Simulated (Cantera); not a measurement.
An isothermal, constant-pressure homogeneous reactor starts with CH₄ : CO₂ = 1 : 2 (molar parts), at 1275 K and 0.132 atm. Integrator tolerance rtol = 1e-08.

Detailed kinetics in Cantera: GRI-Mech 3.0 (53 species, 325 reactions).

### Question
What does this change do: temperature 1275 to 1750 K?

### Answer
| quantity | before | after |
|---|---|---|
| x(CH₄) at 10.0 s | 0.328 (gas-phase equilibrium 2.53e-7) | 1.92e-7 (gas-phase equilibrium 4.71e-10) |
| x(CO₂) at 10.0 s | 0.664 (gas-phase equilibrium 0.100) | 0.0703 (gas-phase equilibrium 0.0703) |
| x(CH₂CO) at 10.0 s | 5.58e-9 (gas-phase equilibrium <1e-12) | 5.49e-11 (gas-phase equilibrium <1e-12) |
| x(CO) at 10.0 s | 0.000350 (gas-phase equilibrium 0.500) | 0.530 (gas-phase equilibrium 0.530) |
| x(O) at 10.0 s | <1e-12 (gas-phase equilibrium <1e-12) | 9.10e-9 (gas-phase equilibrium 9.10e-9) |

### Question
What does this change do: pressure from 0.132 atm to 1.00 atm?

### Answer
| quantity | before | after |
|---|---|---|
| x(CH₄) at 10.0 s | 0.328 (gas-phase equilibrium 2.53e-7) | 0.313 (gas-phase equilibrium 1.46e-5) |
| x(CO₂) at 10.0 s | 0.664 (gas-phase equilibrium 0.100) | 0.653 (gas-phase equilibrium 0.100) |
| x(CH₂CO) at 10.0 s | 5.58e-9 (gas-phase equilibrium <1e-12) | 1.16e-7 (gas-phase equilibrium 5.50e-11) |
| x(CO) at 10.0 s | 0.000350 (gas-phase equilibrium 0.500) | 0.00436 (gas-phase equilibrium 0.500) |
| x(O) at 10.0 s | <1e-12 (gas-phase equilibrium <1e-12) | <1e-12 (gas-phase equilibrium <1e-12) |
